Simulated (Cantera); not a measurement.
A perfectly stirred reactor is fed with N₂O : N₂ = 1 : 8.8 (molar parts), at 29.3 Torr; it is held at 1550 K, and followed from long to short residence time.

Model: GRI-Mech 3.0 (53 species, 325 reactions), integrated in Cantera. GRI-Mech 3.0 was tuned for natural gas; its chemistry of N2O as a main component is partial and can be far from experiment. Radical loss at walls, strong at low pressure, is not modelled. The temperature is held fixed by assumption; the heat of reaction is taken as removed at once.

x: mole fraction; the columns are a selection and need not sum to one.

| τ (s) | x N₂O | x O | x N₂ | x NO | x O₂ | x NO₂ |
|---|---|---|---|---|---|---|
| 4.4 | 0.00560 | 9.97e-5 | 0.937 | 0.0234 | 0.0341 | 5.98e-6 |
| 1.7 | 0.0129 | 0.000107 | 0.933 | 0.0225 | 0.0311 | 5.67e-6 |
| 0.63 | 0.0284 | 0.000111 | 0.927 | 0.0189 | 0.0255 | (withheld) |
| 0.24 | 0.0511 | 0.000112 | 0.918 | 0.0132 | 0.0176 | (withheld) |
| 0.091 | 0.0741 | 0.000113 | 0.909 | 0.00724 | 0.00963 | (withheld) |
| 0.035 | 0.0891 | 0.000112 | 0.903 | 0.00333 | 0.00442 | (withheld) |
| 0.013 | 0.0969 | 0.000109 | 0.900 | 0.00131 | 0.00174 | (withheld) |
| 0.0050 | 0.100 | 0.000102 | 0.899 | 0.000488 | 0.000647 | (withheld) |

Q: Complete the blanks.

A: 
- 0.63, x NO₂: 4.66e-6
- 0.24, x NO₂: 3.12e-6
- 0.091, x NO₂: 1.61e-6
- 0.035, x NO₂: 6.54e-7
- 0.013, x NO₂: 1.99e-7
- 0.0050, x NO₂: 4.58e-8
